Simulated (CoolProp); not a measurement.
Properties of dimethyl ether at several states (Tc = 400.4 K, pc = 5.337 MPa, ω = 0.196).

Model: reference Helmholtz-energy equation of state, Wu 2011, in CoolProp.

```
T (K)  p (MPa)   phase  density (kg/m³)  cv (kJ/(kg K))  isothermal compressibility (1/MPa)  expansivity (1/kK)  viscosity (µPa s)
-----  -------  ------  ---------------  --------------  ----------------------------------  ------------------  -----------------
176.9     2.61  liquid            828.7               …                           0.0007090                   …                  …
224.2     1.14  liquid                …           1.467                            0.001166                   …                  …
438.6   0.0121     gas           0.1530               …                               82.70               2.284               13.5
```

Task: Complete the blanks.

Result: 
- 176.9, cv (kJ/(kg K)): 1.482
- 176.9, expansivity (1/kK): 1.469
- 176.9, viscosity (µPa s): 739
- 224.2, density (kg/m³): 768.5
- 224.2, expansivity (1/kK): 1.687
- 224.2, viscosity (µPa s): 288
- 438.6, cv (kJ/(kg K)): 1.668

Viscosity comes from a separate model (Meng 2012).
